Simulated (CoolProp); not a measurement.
A Linde-Hampson liquefier for oxygen: isothermal reversible compression at 280 K from 1 atm to 25 MPa, throttling to 1 atm, return gas leaving the recuperator 10 K below the feed. Each further row changes one setting.

Computed with CoolProp (reference Helmholtz-energy equation of state, Schmidt 1985).

```tsv
case	liquid yield per pass	compression work (kJ/kg of gas)
as stated	0.129	390
high pressure 50 MPa	0.173	441
warm-end temperature 310 K	0.092	437
warm-end gap 15 K	0.118	390
```

Above 300 K oxygen's equation is extrapolated.
